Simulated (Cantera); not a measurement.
A perfectly stirred reactor is fed with N2O : N2 = 1 : 7.2 (molar parts), at 1000 Pa; it is held at 1173 K, and followed from long to short residence time.

Detailed kinetics in Cantera: GRI-Mech 3.0 (53 species, 325 reactions). GRI-Mech 3.0 was tuned for natural gas; its chemistry of N2O as a main component is partial and can be far from experiment. Radical loss at walls, strong at low pressure, is not modelled. The mechanism lacks the step 2 NO + O2 → 2 NO2, which can matter for NO2 below about 1400 K. The temperature is held fixed by assumption; the heat of reaction is taken as removed at once.

### Question
What does this change do: pressure from 1000 Pa to 29000 Pa?

### Answer
```
quantity                 before     after
---------------------  --------  --------
x(N2O) at τ = 6.30 s      0.119    0.0734
x(O2) at τ = 6.30 s     0.00124    0.0208
x(N2) at τ = 6.30 s       0.879     0.902
x(NO) at τ = 6.30 s    0.000258   0.00408
x(NO2) at τ = 6.30 s    2.35e-8   1.38e-5
x(N2O) at τ = 0.120 s     0.122     0.120
x(O2) at τ = 0.120 s    2.32e-5  0.000680
x(N2) at τ = 0.120 s      0.878     0.879
x(NO) at τ = 0.120 s    4.82e-6  0.000141
x(NO2) at τ = 0.120 s  3.26e-11   3.10e-7
```

### Question
What does this change do: temperature 1173 to 1225 K?

### Answer
```json
[
 {"quantity": "x(N2O) at τ = 6.30 s", "before": "0.119", "after": "0.114"},
 {"quantity": "x(O2) at τ = 6.30 s", "before": "0.00124", "after": "0.00313"},
 {"quantity": "x(N2) at τ = 6.30 s", "before": "0.879", "after": "0.882"},
 {"quantity": "x(NO) at τ = 6.30 s", "before": "0.000258", "after": "0.000815"},
 {"quantity": "x(NO2) at τ = 6.30 s", "before": "2.35e-8", "after": "7.72e-8"},
 {"quantity": "x(N2O) at τ = 0.120 s", "before": "0.122", "after": "0.122"},
 {"quantity": "x(O2) at τ = 0.120 s", "before": "2.32e-5", "after": "6.12e-5"},
 {"quantity": "x(N2) at τ = 0.120 s", "before": "0.878", "after": "0.878"},
 {"quantity": "x(NO) at τ = 0.120 s", "before": "4.82e-6", "after": "1.59e-5"},
 {"quantity": "x(NO2) at τ = 0.120 s", "before": "3.26e-11", "after": "1.98e-10"}
]
```
